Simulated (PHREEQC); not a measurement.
Make-up at 25 °C: 0.0022 mol/kgw H2SeO4 and 0.037 mol/kgw H3PO4. Closed to the air; pH follows from the charge balance.

Equilibrium calculation in PHREEQC: ion-association model, wateq4f.dat.

Each row changes one thing in this solution. No solid was allowed to form.

```
case                                             pH  ionic strength (mol/kgw)  SeO4-2 (mol/kgw)  HSeO4- (mol/kgw)
---------------------------------------------  ----  ------------------------  ----------------  ----------------
as made                                        1.83                    0.0180           0.00152          0.000685
H3PO4 from 0.037 to 0.0185 mol/kgw             1.98                    0.0133           0.00164          0.000556
H3PO4 from 0.037 to 0.0333 mol/kgw             1.85                    0.0171           0.00154          0.000664
H3PO4 replaced by K2HPO4 at the same molality  7.73                     0.106           0.00220          8.87e-10
temperature from 25 to 55 °C                   1.89                    0.0157           0.00119           0.00101
diluted 2-fold with water                      2.03                    0.0111          0.000841          0.000259
H2SeO4 from 0.0022 to 0.00242 mol/kgw          1.83                    0.0184           0.00166          0.000759
H2SeO4 from 0.0022 to 0.00198 mol/kgw          1.84                    0.0176           0.00137          0.000612
H3PO4 left out                                 2.42                   0.00607           0.00194          0.000265
```

H3PO4, which wateq4f.dat lacks, is added to it with the constant of phreeqc.dat. At this temperature some constants are extrapolated from 25 °C, and those without enthalpy data are left unchanged.
